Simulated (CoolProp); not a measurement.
c-C4F8 (RC318) along the isobar 6110 kPa: fugacity coefficient from the reference equation and from simpler models built on Tc = 388.4 K, pc = 2778 kPa, ω = 0.355; each cubic takes its own stable root.

Computed with CoolProp (reference Helmholtz-energy equation of state, Platzer 1990). This equation is an older, rougher fit; its heat capacities, sound speeds and derivatives of the liquid may be far off and weren't checked against measurements.

```
T (K)          phase  reference
-----  -------------  ---------
262.1         liquid    0.01806
282.7         liquid    0.03903
303.3         liquid    0.07330
323.9         liquid     0.1231
344.5         liquid     0.1887
365.1         liquid     0.2684
385.7         liquid     0.3582
406.3  supercritical     0.4520
426.9  supercritical     0.5413
447.5  supercritical     0.6177
```

**Question.** How far does each simpler model (Redlich-Kwong, Soave-Redlich-Kwong, Peng-Robinson) lie from the reference over these 10 states: mean and median of the absolute difference, and the worst?

**Answer.** 
- Redlich-Kwong: mean 33.1 %, median 16.2 %, worst +116.3 % at 262.1 K and 6110 kPa
- Soave-Redlich-Kwong: mean 2.6 %, median 2.5 %, worst +3.2 % at 365.1 K and 6110 kPa
- Peng-Robinson: mean 2.8 %, median 2.8 %, worst -3.3 % at 447.5 K and 6110 kPa
